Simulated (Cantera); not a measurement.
Input: 1 mol NH3, 0.024 mol O2, a varied amount of N2, equilibrated at 802 °C and 21000 Torr.

These are equilibrium values from Cantera (NASA tables, ideal gas, pure condensed phases), not measurements of a reactor. Candidate condensed phases: H2O; 24 gas species. The numbers say what is thermodynamically allowed, not how fast it happens.

x: gas mole fraction; nothing condenses.

| n(N2) (mol) | x N2 | x H2 | x H2O | x NH3 | x H |
|---|---|---|---|---|---|
| 0.77 | 0.458 | 0.522 | 0.0174 | (withheld) | 2.00e-9 |
| 1.1 | 0.516 | 0.466 | 0.0155 | (withheld) | 1.89e-9 |
| 1.6 | 0.583 | 0.401 | 0.0134 | (withheld) | 1.76e-9 |
| 2.2 | 0.643 | 0.344 | 0.0114 | (withheld) | 1.63e-9 |
| 3.1 | 0.706 | 0.283 | 0.00942 | (withheld) | 1.48e-9 |
| 4.4 | 0.766 | 0.226 | 0.00751 | (withheld) | 1.32e-9 |
| 6.3 | 0.819 | 0.174 | 0.00579 | (withheld) | 1.16e-9 |
| 8.9 | 0.863 | 0.133 | 0.00441 | (withheld) | 1.01e-9 |
| 13 | 0.900 | 0.0964 | 0.00320 | (withheld) | 8.61e-10 |
| 18 | 0.925 | 0.0723 | 0.00240 | (withheld) | 7.46e-10 |
| 26 | 0.946 | 0.0517 | 0.00171 | (withheld) | 6.31e-10 |

Task: Fill in the missing entries.

Result: 
- 0.77, x NH3: 0.00261
- 1.1, x NH3: 0.00234
- 1.6, x NH3: 0.00199
- 2.2, x NH3: 0.00166
- 3.1, x NH3: 0.00130
- 4.4, x NH3: 0.000961
- 6.3, x NH3: 0.000674
- 8.9, x NH3: 0.000459
- 13, x NH3: 0.000291
- 18, x NH3: 0.000192
- 26, x NH3: 0.000117
